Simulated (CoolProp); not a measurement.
The fluid at 233.49 K and 0.115 MPa (gas) is heated at constant pressure to 244.3 K. The same conditions are run with several fluids, on thermodynamics alone (safety and materials aside).

Model: reference Helmholtz-energy equation of state of each fluid (dry air: Lemmon 2000; C2F6 (R116): Lemmon 2006; nitrogen: Span 2000; ethylene: Smukala 2000; methane: Setzmann 1991), in CoolProp. Blends and air are pseudo-pure fits.

| fluid | heat (kJ/kg) | final density (kg/m³) |
|---|---|---|
| dry air | ? | ? |
| C2F6 (R116) | ? | ? |
| nitrogen | ? | ? |
| ethylene | 14.8 | ? |
| methane | 23.1 | ? |

Question: Some entries are withheld; supply them.

Answer: 
- dry air, heat (kJ/kg): 10.9
- dry air, final density (kg/m³): 1.64
- C2F6 (R116), heat (kJ/kg): 7.38
- C2F6 (R116), final density (kg/m³): 8.00
- nitrogen, heat (kJ/kg): 11.3
- nitrogen, final density (kg/m³): 1.59
- ethylene, final density (kg/m³): 1.61
- methane, final density (kg/m³): 0.912
